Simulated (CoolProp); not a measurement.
Model: reference Helmholtz-energy equation of state, McLinden 2015, in CoolProp.

Task: For the fluoroketone C6F12O (FK-5-1-12), give the phase and the density (kg/m³), cp (kJ/(kg K)), Joule-Thomson coefficient (K/MPa), isothermal compressibility (1/MPa) at 452.5 K and 60.1 bar; 452.5 K and 80.1 bar; 452.5 K and 93.5 bar.

Result: 
- 452.5 K and 60.1 bar: supercritical; density 1100, cp 1.28, Joule-Thomson coefficient 0.667, isothermal compressibility 0.0302
- 452.5 K and 80.1 bar: supercritical; density 1160, cp 1.24, Joule-Thomson coefficient 0.352, isothermal compressibility 0.0198
- 452.5 K and 93.5 bar: supercritical; density 1180, cp 1.23, Joule-Thomson coefficient 0.230, isothermal compressibility 0.0161
